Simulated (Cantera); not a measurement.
## Ignition delay

Mixture: 21.3 % CO, 8.10 % H2, 9.81 % O2, 60.8 % N2, at 1.01 bar, adiabatic and at constant pressure. Ignition delay is the time to a rise of 400 K.

Model: GRI-Mech 3.0 (53 species, 325 reactions), integrated in Cantera. Below about 950 K walls govern HO2 and H2O2 in real vessels. Where the delays flatten at high temperature, the 400 K rule measures the pace of heat release, not the induction time.

| T0 (K) | delay (ms) |
|---|---|
| 925 | 6.69 |
| 1025 | 0.345 |
| 1125 | 0.144 |
| 1225 | 0.0894 |
| 1325 | 0.0666 |
| 1425 | 0.0566 |
